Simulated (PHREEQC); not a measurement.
0.054 g of hydrous ferric oxide (600 m²/g; 0.2 weak and 0.005 strong sites per Fe, Dzombak-Morel constants, diffuse double layer) in 1 kg of water with 0.005 mol/kgw of an inert sodium salt and 0.00028 mol NiCl2 and 0.00034 mol MnCl2, at 25 °C; the pH is set by adding NaOH or the inert anion's acid. No oxygen is let in. The system is closed to CO2. No solid was allowed to form.

The numbers come from PHREEQC with the ion-association model, wateq4f.dat.

```json
[
 {"pH": "4", "Ni sorbed (%)": "0.0", "Mn sorbed (%)": "0.0", "surface charge σ (C/m²)": "0.197", "surface potential ψ (mV)": "190"},
 {"pH": "4.67", "Ni sorbed (%)": "0.0", "Mn sorbed (%)": "0.0", "surface charge σ (C/m²)": "0.128", "surface potential ψ (mV)": "168"},
 {"pH": "5.33", "Ni sorbed (%)": "0.2", "Mn sorbed (%)": "0.0", "surface charge σ (C/m²)": "0.078", "surface potential ψ (mV)": "143"},
 {"pH": "6", "Ni sorbed (%)": "1.0", "Mn sorbed (%)": "0.2", "surface charge σ (C/m²)": "0.044", "surface potential ψ (mV)": "114"},
 {"pH": "6.67", "Ni sorbed (%)": "3.7", "Mn sorbed (%)": "0.5", "surface charge σ (C/m²)": "0.026", "surface potential ψ (mV)": "88"},
 {"pH": "7.33", "Ni sorbed (%)": "11.3", "Mn sorbed (%)": "1.3", "surface charge σ (C/m²)": "0.022", "surface potential ψ (mV)": "80"},
 {"pH": "8", "Ni sorbed (%)": "17.3", "Mn sorbed (%)": "2.2", "surface charge σ (C/m²)": "0.021", "surface potential ψ (mV)": "79"},
 {"pH": "8.67", "Ni sorbed (%)": "19.4", "Mn sorbed (%)": "2.6", "surface charge σ (C/m²)": "0.021", "surface potential ψ (mV)": "78"},
 {"pH": "9.33", "Ni sorbed (%)": "18.9", "Mn sorbed (%)": "3.5", "surface charge σ (C/m²)": "0.019", "surface potential ψ (mV)": "74"},
 {"pH": "10", "Ni sorbed (%)": "11.1", "Mn sorbed (%)": "9.7", "surface charge σ (C/m²)": "0.013", "surface potential ψ (mV)": "58"},
 {"pH": "10.67", "Ni sorbed (%)": "1.6", "Mn sorbed (%)": "17.4", "surface charge σ (C/m²)": "0.009", "surface potential ψ (mV)": "44"},
 {"pH": "11.33", "Ni sorbed (%)": "0.1", "Mn sorbed (%)": "18.5", "surface charge σ (C/m²)": "0.007", "surface potential ψ (mV)": "29"},
 {"pH": "12", "Ni sorbed (%)": "0.0", "Mn sorbed (%)": "18.4", "surface charge σ (C/m²)": "0.002", "surface potential ψ (mV)": "6"}
]
```

Along this series the solution becomes supersaturated in solids that the run did not let form, among them Pyrochroite, Ni(OH)2. Species that the database lacks are ignored.
